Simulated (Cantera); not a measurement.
A closed system holds: 1 mol CuO, 2.2 mol CH₄, 4.8 mol H₂, 5 mol C, held at 100 Torr.

Method: chemical equilibrium by Gibbs-energy minimisation in Cantera with the NASA 1993 tables (ideal gas, pure condensed phases). Candidate condensed phases: C, C₆H₆, C₇H₈, C₈H₁₈, Cu, CuO, Cu(OH)₂, Cu₂O, H₂O; 113 gas species. Equilibrium is a limit: real reactors are often held back by kinetics, nucleation or transport.

Which condensed phases are stable at each of these points (T (K)): 1173, 1273, 1373, 1473, 1573, 1673, 1773, 1873, 1973, 2073, 2173, 2273?


| T (K) | condensed phases | Cu condensed (%) |
|---|---|---|
| 1173 | C(graphite) + Cu(s) | 100.0 |
| 1273 | C(graphite) + Cu(s) | 100.0 |
| 1373 | C(graphite) + Cu(l) | 100.0 |
| 1473 | C(graphite) + Cu(l) | 100.0 |
| 1573 | C(graphite) + Cu(l) | 99.8 |
| 1673 | C(graphite) + Cu(l) | 99.1 |
| 1773 | C(graphite) + Cu(l) | 97.0 |
| 1873 | C(graphite) + Cu(l) | 90.5 |
| 1973 | C(graphite) + Cu(l) | 73.6 |
| 2073 | C(graphite) + Cu(l) | 31.5 |
| 2173 | C(graphite) | 0.0 |
| 2273 | C(graphite) | 0.0 |

From 1173 K to 1273 K the condensed part is C(graphite) + Cu(s). From 1373 K to 2073 K the condensed part is C(graphite) + Cu(l). From 2173 K to 2273 K the condensed part is C(graphite).
